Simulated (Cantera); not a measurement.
An isothermal, constant-pressure homogeneous reactor starts with N2O : H2O = 1 : 0.035 (molar parts), at 1200 K and 0.987 atm.

Detailed kinetics in Cantera: GRI-Mech 3.0 (53 species, 325 reactions). GRI-Mech 3.0 was tuned for natural gas; its chemistry of N2O as a main component is partial and can be far from experiment. The mechanism lacks the step 2 NO + O2 → 2 NO2, which can matter for NO2 below about 1400 K. The temperature is held fixed by assumption; the heat of reaction is taken as removed at once.

x: mole fraction; the columns are a selection and need not sum to one.

```json
[
 {"t (s)": "2.00e-6", "x N2O": "0.966", "x H2O": "0.0338", "x NO2": "<1e-12", "x OH": "6.55e-9", "x O2": "8.52e-8", "x HO2": "1.28e-11", "x H": "<1e-12"},
 {"t (s)": "5.97e-6", "x N2O": "0.966", "x H2O": "0.0338", "x NO2": "<1e-12", "x OH": "4.75e-8", "x O2": "6.20e-7", "x HO2": "2.89e-10", "x H": "3.64e-12"},
 {"t (s)": "1.78e-5", "x N2O": "0.966", "x H2O": "0.0338", "x NO2": "5.74e-12", "x OH": "2.59e-7", "x O2": "3.43e-6", "x HO2": "5.21e-9", "x H": "3.68e-11"},
 {"t (s)": "5.32e-5", "x N2O": "0.966", "x H2O": "0.0338", "x NO2": "1.45e-10", "x OH": "?", "x O2": "?", "x HO2": "?", "x H": "1.55e-10"},
 {"t (s)": "0.000159", "x N2O": "0.966", "x H2O": "0.0338", "x NO2": "6.92e-9", "x OH": "2.68e-6", "x O2": "4.30e-5", "x HO2": "5.85e-7", "x H": "4.74e-10"},
 {"t (s)": "0.000474", "x N2O": "0.966", "x H2O": "0.0338", "x NO2": "3.51e-7", "x OH": "5.48e-6", "x O2": "0.000133", "x HO2": "3.12e-6", "x H": "1.15e-9"},
 {"t (s)": "0.00141", "x N2O": "0.965", "x H2O": "0.0338", "x NO2": "?", "x OH": "?", "x O2": "?", "x HO2": "?", "x H": "?"},
 {"t (s)": "0.00422", "x N2O": "0.962", "x H2O": "0.0338", "x NO2": "4.46e-5", "x OH": "1.04e-5", "x O2": "0.00123", "x HO2": "3.67e-6", "x H": "1.92e-9"},
 {"t (s)": "0.0126", "x N2O": "0.954", "x H2O": "0.0337", "x NO2": "0.000169", "x OH": "1.26e-5", "x O2": "0.00366", "x HO2": "2.52e-6", "x H": "1.92e-9"},
 {"t (s)": "0.0376", "x N2O": "0.930", "x H2O": "0.0334", "x NO2": "0.000394", "x OH": "1.48e-5", "x O2": "0.0108", "x HO2": "1.53e-6", "x H": "1.76e-9"},
 {"t (s)": "0.112", "x N2O": "0.866", "x H2O": "0.0327", "x NO2": "0.000596", "x OH": "1.68e-5", "x O2": "0.0306", "x HO2": "7.54e-7", "x H": "1.63e-9"},
 {"t (s)": "0.335", "x N2O": "0.709", "x H2O": "0.0309", "x NO2": "0.000703", "x OH": "1.72e-5", "x O2": "0.0790", "x HO2": "3.16e-7", "x H": "1.47e-9"},
 {"t (s)": "1.00", "x N2O": "0.426", "x H2O": "0.0277", "x NO2": "0.000719", "x OH": "1.52e-5", "x O2": "0.167", "x HO2": "1.25e-7", "x H": "1.12e-9"}
]
```

Q: Some entries are withheld; supply them.

A: 
- 5.32e-5, x OH: 9.57e-7
- 5.32e-5, x O2: 1.33e-5
- 5.32e-5, x HO2: 6.56e-8
- 0.00141, x NO2: 6.84e-6
- 0.00141, x OH: 8.10e-6
- 0.00141, x O2: 0.000406
- 0.00141, x HO2: 5.00e-6
- 0.00141, x H: 1.74e-9
